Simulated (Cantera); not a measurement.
Feed: 1 mol HgO, 0.71 mol H2, at 1127 °C and 49.0 mbar.

These are equilibrium values from Cantera (NASA tables, ideal gas, pure condensed phases), not measurements of a reactor. Candidate condensed phases: H2O, Hg, HgO; 10 gas species. Equilibrium is a limit: real reactors are often held back by kinetics, nucleation or transport.

Base state: Hg 0.539, H2O 0.383, O2 0.0781, OH 1.00e-4 (mole fractions); condensed: gas only.

Question: What changes in the equilibrium state with this change: 0.43 mol NH3 added?

Answer: 
| species | before | after |
|---|---|---|
| Hg | 0.539 | 0.389 |
| H2O | 0.383 | 0.389 |
| H2 | 2.79e-6 | 0.138 |
| N2 | 0 | 0.0837 |
| O2 | 0.0781 | <1e-9 |
| OH | 1.00e-4 | 4.57e-7 |
